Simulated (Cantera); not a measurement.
**Diamond growth**

A diamond (100) surface in a fixed gas of H2 with x(CH4) = 0.0064, x(H) = 0.0078, x(CH3) = 0.00027, at 1073 K; coverages are run to steady state.

Computed with Cantera and the Harris–Goodwin 1993 mechanism for the reconstructed diamond (100) surface.

| P (Pa) | growth (µm/h) | θ c6HH | θ c6H* | θ c6*H | θ c6** | θ c6HM |
|---|---|---|---|---|---|---|
| 790 | 0.842 | 0.528 | 0.0249 | 0.420 | 0.0153 | 0.00754 |
| 1300 | 1.67 | 0.527 | 0.0248 | 0.419 | 0.0153 | 0.00916 |
| 2100 | 3.06 | 0.526 | 0.0248 | 0.419 | 0.0152 | 0.0105 |
| 3300 | 5.25 | 0.525 | 0.0248 | 0.418 | 0.0152 | 0.0115 |
| 5400 | 9.15 | 0.524 | 0.0248 | 0.417 | 0.0152 | 0.0123 |
| 8800 | 15.5 | 0.524 | 0.0248 | 0.417 | 0.0152 | 0.0128 |
| 14000 | 25.4 | 0.524 | 0.0249 | 0.417 | 0.0152 | 0.0132 |
| 23000 | 42.4 | 0.524 | 0.0250 | 0.416 | 0.0152 | 0.0134 |
θ: site fractions in the mechanism's names (c6HH fully hydrogenated, c6H* and c6*H radical sites, c6** diradical, c6HM methylated).
